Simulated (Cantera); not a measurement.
# Iron carbonyl, mercury and lead vapours: Hg + O₂ + N₂

Input: 1 mol Hg, 0.31 mol O₂, 0.53 mol N₂, equilibrated at 88.0 Pa.

These are equilibrium values from Cantera (NASA tables, ideal gas, pure condensed phases), not measurements of a reactor. Candidate condensed phases: Hg, HgO; 10 gas species. Kinetics and transport are ignored.

```tsv
T (°C)	x N₂	x Hg	x O₂	x NO	n HgO(s)
177	0.582	0.418	0.000148	1.05e-12	0.620
227	0.288	0.543	0.168	2.86e-10	0
277	0.288	0.543	0.168	2.11e-9	0
327	0.288	0.543	0.168	1.11e-8	0
377	0.288	0.543	0.168	4.56e-8	0
427	0.288	0.543	0.168	1.52e-7	0
477	0.288	0.543	0.168	4.34e-7	0
527	0.288	0.543	0.168	1.09e-6	0
577	0.288	0.543	0.168	2.43e-6	0
627	0.288	0.543	0.168	4.99e-6	0
677	0.288	0.543	0.168	9.50e-6	0
727	0.288	0.543	0.168	1.69e-5	0
777	0.288	0.543	0.168	2.86e-5	0
827	0.288	0.543	0.168	4.60e-5	0
```
x: gas mole fraction; n: condensed amount in mol.

At 177 °C the condensed part is HgO(s). From 227 °C to 827 °C nothing is condensed. The main Hg-bearing gas is Hg throughout.
